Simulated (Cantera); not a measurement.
Charge: 1 mol SiCl₄, 1.7 mol HCl, 1.9 mol H₂, at 1 atm.

Equilibrium computed with Cantera from the NASA thermochemical tables; the gas is ideal and each condensed phase is pure. Candidate condensed phases: Si; 19 gas species. The tables' values for SiCl₃ are old estimates; treat these amounts as uncertain. Rates play no part.

x: gas mole fraction; nothing condenses.

```tsv
T (°C)	x H₂	x HCl	x SiCl₄	x SiHCl₃	x SiCl₃	x SiCl₂	x SiH₂Cl₂
475	0.413	0.370	0.217	0.000107	3.71e-8	1.20e-12	___
525	0.413	0.370	0.217	0.000214	2.20e-7	2.51e-11	___
575	0.413	0.370	0.217	0.000393	1.05e-6	3.66e-10	___
625	0.412	0.370	0.217	0.000672	4.19e-6	3.91e-9	___
675	0.412	0.371	0.216	0.00108	1.44e-5	3.24e-8	___
725	0.411	0.371	0.216	0.00166	4.35e-5	2.15e-7	___
775	0.411	0.372	0.215	0.00242	0.000118	1.18e-6	___
825	0.409	0.373	0.214	0.00341	0.000290	5.52e-6	___
875	0.408	0.375	0.212	0.00463	0.000655	2.23e-5	___
925	0.406	0.377	0.210	0.00607	0.00137	7.92e-5	___
975	0.403	0.380	0.206	0.00771	0.00267	0.000250	___
1025	0.399	0.384	0.202	0.00945	0.00488	0.000706	___
```

Task: Some entries are withheld; supply them.

Result: 
- 475, x SiH₂Cl₂: 3.83e-9
- 525, x SiH₂Cl₂: 1.69e-8
- 575, x SiH₂Cl₂: 6.23e-8
- 625, x SiH₂Cl₂: 1.97e-7
- 675, x SiH₂Cl₂: 5.48e-7
- 725, x SiH₂Cl₂: 1.37e-6
- 775, x SiH₂Cl₂: 3.11e-6
- 825, x SiH₂Cl₂: 6.51e-6
- 875, x SiH₂Cl₂: 1.27e-5
- 925, x SiH₂Cl₂: 2.30e-5
- 975, x SiH₂Cl₂: 3.91e-5
- 1025, x SiH₂Cl₂: 6.24e-5
